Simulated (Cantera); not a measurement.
Charge: 1 mol MgCO₃, 0.34 mol SO₃, 2 mol CO₂, held at 0.100 bar.

Method: chemical equilibrium by Gibbs-energy minimisation in Cantera with the NASA 1993 tables (ideal gas, pure condensed phases). Candidate condensed phases: C, Mg, MgCO₃, MgO, MgS, MgSO₄, S; 26 gas species. Kinetics and transport are ignored.

x: gas mole fraction; n: condensed amount in mol.

```csv
T (K),x CO₂,x SO₂,x O₂,x CO,n MgO(s)
1223,0.855,0.0955,0.0478,___,1.00
1298,0.855,0.0961,0.0480,___,1.00
1373,0.855,0.0964,0.0482,___,1.00
1448,0.855,0.0966,0.0483,___,1.00
1523,0.855,0.0966,0.0484,___,1.00
1598,0.854,0.0967,0.0485,___,1.00
1673,0.854,0.0967,0.0487,___,1.00
1748,0.853,0.0967,0.0491,___,1.00
```

Problem. Some entries are withheld; supply them.

Solution. 
- 1223, x CO: 3.67e-7
- 1298, x CO: 1.81e-6
- 1373, x CO: 7.51e-6
- 1448, x CO: 2.68e-5
- 1523, x CO: 8.45e-5
- 1598, x CO: 0.000238
- 1673, x CO: 0.000611
- 1748, x CO: 0.00144
